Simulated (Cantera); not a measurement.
An adiabatic, constant-pressure homogeneous reactor starts with 19.3 % H₂, 16.9 % O₂, 63.7 % N₂, equivalence ratio 0.57, at 1075 K and 1800000 Pa.

Computed with Cantera and GRI-Mech 3.0 (53 species, 325 reactions). The hydrogen kinetics of GRI-Mech 3.0 are dated; newer H2 mechanisms differ, most at raised pressure. The pressure lies above the range GRI-Mech 3.0 was tuned for (to about 10 atm).

Question: Predict: time of steepest temperature rise; temperature at 0.500 s; equilibrium temperature; x(H₂) at 0.500 s; x(O₂) at 0.500 s; x(OH) at 0.500 s; x(NO) at 0.500 s; x(H₂O₂) at 0.500 s; x(H₂O) at 0.500 s; x(O) at 0.500 s.

Answer: 
```json
{
 "time_of_steepest_temperature_rise": "1.74 ms",
 "temperature at 0.500 s": "2400 K",
 "equilibrium_temperature": "2400 K",
 "x(H₂) at 0.500 s": "0.000658 (gas-phase equilibrium 0.000658)",
 "x(O₂) at 0.500 s": "0.0737 (gas-phase equilibrium 0.0737)",
 "x(OH) at 0.500 s": "0.00567 (gas-phase equilibrium 0.00567)",
 "x(NO) at 0.500 s": "0.0107 (gas-phase equilibrium 0.0107)",
 "x(H₂O₂) at 0.500 s": "1.36e-6 (gas-phase equilibrium 1.36e-6)",
 "x(H₂O) at 0.500 s": "0.210 (gas-phase equilibrium 0.210)",
 "x(O) at 0.500 s": "0.000558 (gas-phase equilibrium 0.000558)"
}
```
